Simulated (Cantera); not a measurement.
Charge: 1 mol Si, 5.2 mol Br₂, 6.5 mol N₂, equilibrated at 1150 °C and 18.8 Torr.

These are equilibrium values from Cantera (NASA tables, ideal gas, pure condensed phases), not measurements of a reactor. Candidate condensed phases: Br₂, Si, Si₃N₄; 13 gas species. The tables' values for SiBr₃ are old estimates; treat these amounts as uncertain. Rates play no part.

Base state: N₂ 0.504, Br 0.342, Br₂ 0.0772, SiBr₄ 0.0770, SiBr₃ 0.000388, SiBr₂ 4.87e-5 (mole fractions); condensed: gas only.

### Question
What changes in the equilibrium state with this change: Br₂ from 5.2 to 0.79 mol?

### Answer
```csv
species,before,after
N₂,0.504,0.917
SiBr₄,0.0770,0.0356
SiBr₂,4.87e-5,0.0316
Br,0.342,0.00911
Br₂,0.0772,5.48e-5
SiBr₃,0.000388,0.00672
"Si₃N₄(s), mol",0,0.168
```
N₂ is the only nitrogen source here; it is nearly inert below about 1500 K, so the nitride shown seldom forms there in practice.

### Question
What changes in the equilibrium state with this change: pressure from 18.8 Torr to 0.750 Torr?

### Answer
| species | before | after |
|---|---|---|
| Br | 0.342 | 0.467 |
| N₂ | 0.504 | 0.457 |
| SiBr₄ | 0.0770 | 0.0539 |
| Br₂ | 0.0772 | 0.00576 |
| SiBr₂ | 4.87e-5 | 0.0114 |
| SiBr₃ | 0.000388 | 0.00497 |

### Question
What changes in the equilibrium state with this change: temperature from 1150 °C to 1425 °C?

### Answer
```json
[
 {"species": "Br", "before": "0.342", "after": "0.480"},
 {"species": "N₂", "before": "0.504", "after": "0.442"},
 {"species": "SiBr₄", "before": "0.0770", "after": "0.0311"},
 {"species": "Br₂", "before": "0.0772", "after": "0.00997"},
 {"species": "SiBr₂", "before": "4.87e-5", "after": "0.0278"},
 {"species": "SiBr₃", "before": "0.000388", "after": "0.00912"}
]
```
